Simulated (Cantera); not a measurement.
A Cantera script and what it prints.

```python
import numpy as np
import cantera as ct

gas_names = [...]  # 109 gases of nasa_gas.yaml made of C, Cl, H, Si
cond_names = """
    C(gr) C6H6(L) C7H8(L) C8H18(L),n-octa Si(cr) Si(L) SiC(b)
""".split()


# ... load() reads the species with a 1 bar reference pressure and builds the phases ...
atoms = {
    '(CH3)2SiCl2': {'C': 2, 'H': 6, 'Si': 1, 'CL': 2},
    'C3H8': {'C': 3, 'H': 8},
    'H2': {'H': 2},
}
top_T = {'C(gr)': 4500, 'SiC(b)': 3050}  # K; cautious upper limits of use, not melting points


# ... equilibrate(T, P, feed) seeds the gas with the atoms and calls Mixture.equilibrate('TP', solver="vcs", rtol=1e-11, max_steps=5000) ...
results = []
feed = {'(CH3)2SiCl2': 1, 'C3H8': 0.12, 'H2': 2}  # mol
P = 6500  # Pa
for T in [1148, 1198, 1248, 1298, 1348, 1398, 1448, 1498, 1548, 1598]:
    mix = equilibrate(T, P, feed)
    results.append((T, P, feed, dict(zip(mix.species_names, mix.species_moles))))

top = {s: max(r[3][s] / sum(r[3][g] for g in gas_names) for r in results) for s in gas_names}
cols = sorted((s for s in top if top[s] > 0.001), key=lambda s: -top[s])[:8]
seen = [c for c in cond_names if any(r[3].get(c, 0) > 1e-12 for r in results)]
print("log10 of partial pressures in bar; condensed amounts in mol")
print(f"{'T/K':>10s}" + "".join(f"{s[:9]:>10s}" for s in cols + seen))
for T, P, feed, n in results:
    ng = sum(n[g] for g in gas_names)
    print(f"{T:10.4g}" + "".join(f"{np.log10(max(n[s] / ng * P / 1e5, 1e-99)):10.3f}" for s in cols)
          + "".join(f"{n.get(c, 0):10.4g}" for c in seen))
```

Output:

```
log10 of partial pressures in bar; condensed amounts in mol
       T/K        H2       HCL     SiCL4     SiCL2    SiHCL3     C(gr)    SiC(b)
      1148    -1.311    -1.836    -2.860    -4.936    -4.034     1.503    0.8517
      1198    -1.323    -1.787    -3.038    -4.659    -4.144      1.46    0.8962
      1248    -1.331    -1.754    -3.249    -4.428    -4.279     1.428    0.9301
      1298    -1.337    -1.733    -3.485    -4.238    -4.435     1.406    0.9526
      1348    -1.341    -1.721    -3.737    -4.078    -4.602     1.393    0.9655
      1398    -1.343    -1.715    -3.993    -3.942    -4.774     1.387    0.9716
      1448    -1.344    -1.713    -4.244    -3.822    -4.943     1.386    0.9734
      1498    -1.344    -1.712    -4.487    -3.715    -5.107     1.387    0.9723
      1548    -1.344    -1.713    -4.719    -3.618    -5.264      1.39    0.9695
      1598    -1.344    -1.714    -4.941    -3.529    -5.413     1.394    0.9653
```

Method: chemical equilibrium by Gibbs-energy minimisation in Cantera with the NASA 1993 tables (ideal gas, pure condensed phases). The feed counts by its element totals alone. The tables' values for SiCl3 are old estimates; treat these amounts as uncertain.
